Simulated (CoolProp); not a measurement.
Properties of R1234yf along the isobar 1.21 MPa (Tc = 94.7 °C, pc = 3.384 MPa, ω = 0.276).

Model: reference Helmholtz-energy equation of state, Lemmon 2022, in CoolProp.

```csv
T (°C),phase,density (kg/m³),isothermal compressibility (1/MPa),Prandtl number
-86.95,liquid,1416,0.001131,8.26
-64.55,liquid,1359,0.001477,6.03
-42.25,liquid,1301,0.001982,4.84
-19.85,liquid,1240,0.002772,4.09
2.55,liquid,1172,0.004102,3.57
24.95,liquid,1096,0.006677,3.19
69.75,gas,59.44,1.052,0.912
92.05,gas,53.00,0.9800,0.860
114.45,gas,48.23,0.9387,0.831
136.85,gas,44.47,0.9119,0.813
```

Viscosity comes from a separate model (Bell 2016), an estimate that may be off by 10 % or more. Thermal conductivity comes from a separate model (Perkins 2011).
